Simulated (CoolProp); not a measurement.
Vapour-liquid equilibrium of R22 (1) + n-hexane (2) at -5.95 °C; x and y are mole fractions of (1).

Values from CoolProp's multi-fluid Helmholtz-energy mixture model, Kamei 1995 and Thol 2019; pair parameters Bell 2016.

Q: Give the bubble pressure and the first vapour's composition at x = 0.125, 0.35, 0.65. Is there an azeotrope?

A: x = 0.125: 85.71 kPa, y = 0.953; x = 0.35: 199.1 kPa, y = 0.983; x = 0.65: 293.3 kPa, y = 0.991. No azeotrope shows between x = 0.05 and 0.95.

The pair parameters rest on a limited set of measurements; away from them the model extrapolates. With so large a gap from Raoult's law the liquid may split in two, which this calculation doesn't test in full.
